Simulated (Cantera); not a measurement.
An adiabatic, constant-pressure homogeneous reactor starts with C2H4 : O2 : N2 : H2O = 1 : 2.5 : 9.25 : 0.89 (molar parts), equivalence ratio 1.2, at 1523 K and 4.44 atm. Integrator tolerance rtol = 1e-08.

Model: GRI-Mech 3.0 (53 species, 325 reactions), integrated in Cantera. GRI-Mech 3.0 was tuned for natural gas; its chemistry of ethylene as a main component is partial and can be far from experiment.

### Question
What does this change do: pressure from 4.44 atm to 0.987 atm?

### Answer
```json
[
 {"quantity": "time of steepest temperature rise", "before": "8.18 µs", "after": "28.7 µs"},
 {"quantity": "temperature at 2.00 s", "before": "2912 K", "after": "2796 K"},
 {"quantity": "equilibrium temperature", "before": "2912 K", "after": "2796 K"},
 {"quantity": "x(C2H4) at 2.00 s", "before": "<1e-12 (gas-phase equilibrium <1e-12)", "after": "<1e-12 (gas-phase equilibrium <1e-12)"},
 {"quantity": "x(O2) at 2.00 s", "before": "0.00876 (gas-phase equilibrium 0.00876)", "after": "0.0119 (gas-phase equilibrium 0.0119)"},
 {"quantity": "x(H2O) at 2.00 s", "before": "0.159 (gas-phase equilibrium 0.159)", "after": "0.150 (gas-phase equilibrium 0.150)"},
 {"quantity": "x(CO) at 2.00 s", "before": "0.0751 (gas-phase equilibrium 0.0751)", "after": "0.0787 (gas-phase equilibrium 0.0787)"},
 {"quantity": "x(NO) at 2.00 s", "before": "0.00784 (gas-phase equilibrium 0.00784)", "after": "0.00778 (gas-phase equilibrium 0.00778)"},
 {"quantity": "x(OH) at 2.00 s", "before": "0.0171 (gas-phase equilibrium 0.0171)", "after": "0.0198 (gas-phase equilibrium 0.0198)"},
 {"quantity": "x(H2O2) at 2.00 s", "before": "4.76e-7 (gas-phase equilibrium 4.76e-7)", "after": "2.04e-7 (gas-phase equilibrium 2.04e-7)"}
]
```

### Question
What does this change do: constant volume in place of constant pressure?

### Answer
```csv
quantity,before,after
time of steepest temperature rise,8.18 µs,7.46 µs
temperature at 2.00 s,2912 K,3117 K
equilibrium temperature,2912 K,3117 K
x(C2H4) at 2.00 s,<1e-12 (gas-phase equilibrium <1e-12),<1e-12 (gas-phase equilibrium <1e-12)
x(O2) at 2.00 s,0.00876 (gas-phase equilibrium 0.00876),0.0110 (gas-phase equilibrium 0.0110)
x(H2O) at 2.00 s,0.159 (gas-phase equilibrium 0.159),0.149 (gas-phase equilibrium 0.149)
x(CO) at 2.00 s,0.0751 (gas-phase equilibrium 0.0751),0.0819 (gas-phase equilibrium 0.0819)
x(NO) at 2.00 s,0.00784 (gas-phase equilibrium 0.00784),0.0112 (gas-phase equilibrium 0.0112)
x(OH) at 2.00 s,0.0171 (gas-phase equilibrium 0.0171),0.0223 (gas-phase equilibrium 0.0223)
x(H2O2) at 2.00 s,4.76e-7 (gas-phase equilibrium 4.76e-7),1.01e-6 (gas-phase equilibrium 1.01e-6)
```
Above 3000 K some thermodynamic fits are extrapolated.
